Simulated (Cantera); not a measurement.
Cantera run, input and output.

```python
import numpy as np
import cantera as ct

gas = ct.Solution("gri30.yaml", transport_model="mixture-averaged")
show = ['H', 'NO', 'O']

rows = []
print(f"{'T/K':>7s}{'rho':>11s}{'cp':>10s}{'mu':>11s}{'lambda':>11s}{'Pr':>7s}" + "".join(f"{'D_' + s:>11s}" for s in show))
for T in [400, 650, 900, 1150, 1400, 1650, 1900, 2150, 2400]:
    gas.TPX = T, 94, {'H2O': 0.24, 'CH4': 0.5, 'CO': 0.5}
    Pr = gas.cp_mass * gas.viscosity / gas.thermal_conductivity
    D = [gas.mix_diff_coeffs_mole[gas.species_index(s)] for s in show]
    rows.append([gas.density, gas.cp_mass, gas.viscosity, gas.thermal_conductivity, Pr, *D])
    print(f"{T:7g}{gas.density:11.4e}{gas.cp_mass:10.1f}{gas.viscosity:11.4e}"
          f"{gas.thermal_conductivity:11.4e}{Pr:7.3f}" + "".join(f"{d:11.4e}" for d in D))
print("SI units: kg/m3, J/kg/K, Pa s, W/m/K, m2/s")
```

It prints:

```
    T/K        rho        cp         mu     lambda     Pr        D_H       D_NO        D_O
    400 6.0061e-04    1638.6 1.7589e-05 3.9507e-02  0.730 2.1534e-01 3.8647e-02 6.0268e-02
    650 3.6961e-04    1977.9 2.5600e-05 6.8135e-02  0.743 5.0526e-01 8.9765e-02 1.3895e-01
    900 2.6694e-04    2289.4 3.2522e-05 9.8212e-02  0.758 8.8146e-01 1.5595e-01 2.4064e-01
   1150 2.0891e-04    2548.3 3.8752e-05 1.2794e-01  0.772 1.3333e+00 2.3541e-01 3.6269e-01
   1400 1.7160e-04    2747.8 4.4490e-05 1.5667e-01  0.780 1.8542e+00 3.2700e-01 5.0336e-01
   1650 1.4560e-04    2902.8 4.9851e-05 1.8417e-01  0.786 2.4394e+00 4.2991e-01 6.6142e-01
   1900 1.2644e-04    3024.0 5.4910e-05 2.1036e-01  0.789 3.0852e+00 5.4351e-01 8.3590e-01
   2150 1.1174e-04    3120.0 5.9719e-05 2.3524e-01  0.792 3.7889e+00 6.6730e-01 1.0261e+00
   2400 1.0010e-04    3198.1 6.4314e-05 2.5884e-01  0.795 4.5482e+00 8.0087e-01 1.2312e+00
SI units: kg/m3, J/kg/K, Pa s, W/m/K, m2/s
```

Detailed kinetics in Cantera: GRI-Mech 3.0 (53 species, 325 reactions). Polar gases are described roughly by these parameters. The composition is frozen, though it would react at the higher temperatures.
